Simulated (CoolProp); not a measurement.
R11 at 293.15 K and 0.28 MPa flows at 9.4 m/s in a round tube of 50 mm bore and 45 µm roughness, fully developed (64/Re and Nu = 3.66 if laminar; Colebrook and Gnielinski if turbulent). Each further row changes one setting.

Model: reference Helmholtz-energy equation of state, Jacobsen 1992, in CoolProp.

```
case               Reynolds number  Darcy friction factor  pressure drop (Pa/m)  heat-transfer coefficient (W/(m² K))  mass flow (kg/h)
-----------------  ---------------  ---------------------  --------------------  ------------------------------------  ----------------
as stated                      ___                    ___                 25500                                   ___               ___
velocity 18.8 m/s          3070000                 0.0193                   ___                                   ___            198000
diameter 100 mm            3070000                 0.0165                   ___                                 12600            396000
```

Some entries are withheld; supply them.


- as stated, Reynolds number: 1530000
- as stated, Darcy friction factor: 0.0194
- as stated, heat-transfer coefficient (W/(m² K)): 14200
- as stated, mass flow (kg/h): 98900
- velocity 18.8 m/s, pressure drop (Pa/m): 101000
- velocity 18.8 m/s, heat-transfer coefficient (W/(m² K)): 28300
- diameter 100 mm, pressure drop (Pa/m): 10800

Viscosity comes from a separate model (Klein 1997), an estimate that may be off by 10 % or more. Thermal conductivity comes from a separate model (McLinden 2000), an estimate that may be off by 10 % or more.
